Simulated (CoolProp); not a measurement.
Vapour-liquid equilibrium of cyclopropane (1) + R134a (2) at 312.9 K; x and y are mole fractions of (1).

Model: multi-fluid Helmholtz-energy mixture model, Polt 1992 and Tillner-Roth 1994; pair parameters Bell 2016, in CoolProp. This equation is an older, rougher fit; its heat capacities, sound speeds and derivatives of the liquid may be far off and weren't checked against measurements.

```csv
x,"bubble pressure, mixture model (bar)","bubble pressure, Raoult's law (bar)","y, mixture model","y, Raoult's law"
0.05,10.87,10.12,0.100,0.052
0.15,12.08,10.17,0.247,0.156
0.25,12.91,10.22,0.350,0.259
0.35,13.42,10.27,0.427,0.361
0.45,13.69,10.31,0.490,0.462
0.55,13.76,10.36,0.546,0.561
0.65,13.66,10.41,0.602,0.660
0.75,13.33,10.46,0.667,0.759
0.85,12.67,10.51,0.754,0.856
0.95,11.48,10.55,0.892,0.952
```

The largest gap from Raoult's law is +32.8 % in bubble pressure, at x = 0.55. y crosses x between x = 0.45 and 0.55: the model has an azeotrope there.

Pair parameters are fitted to limited data, so mixtures are less certain than the pure fluids.
